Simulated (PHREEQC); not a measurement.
Make-up at 48 °C: 0.039 mol/kgw NH4HF2, 0.01 mol/kgw H2SiF6, 0.021 mol/kgw H3PO4 and 0.17 mol/kgw HCl. Closed to the air; pH follows from the charge balance.

Equilibrium calculation in PHREEQC: ion-association model, phreeqc.dat.

Each row changes one thing in this solution. No solid was allowed to form.

| case | pH | ionic strength (mol/kgw) | HF (mol/kgw) | H2PO4- (mol/kgw) | F- (mol/kgw) | HF2- (mol/kgw) | SI of Quartz (SiO2) |
|---|---|---|---|---|---|---|---|
| as made | 0.92 | 0.202 | 0.0773 | 0.00122 | 0.000417 | 0.000138 | -3.32 |
| NH4HF2 left out | 0.83 | 0.194 | 0.0146 | 0.00101 | 6.42e-5 | 4.02e-6 | +1.08 |
| H2SiF6 from 0.01 to 0.05 mol/kgw | 0.75 | 0.321 | 0.0775 | 0.000896 | 0.000306 | 0.000100 | -2.43 |
| temperature from 48 to 85 °C | 0.93 | 0.201 | 0.0783 | 0.000925 | 0.000207 | 6.77e-5 | -0.71 |
| temperature from 48 to 10 °C | 0.91 | 0.203 | 0.0768 | 0.00179 | 0.000796 | 0.000201 | -6.00 |
| temperature from 48 to 20 °C | 0.91 | 0.203 | 0.0769 | 0.00160 | 0.000678 | 0.000190 | -5.30 |

Species that the database lacks are ignored. Some of these states are supersaturated (in Quartz (slow to form), Chalcedony (slow to form), for instance). Away from 25 °C the constants follow the database's enthalpies or fits; those with neither stay at their 25 °C values. SiF6-2 is the database's only silicon fluoride.
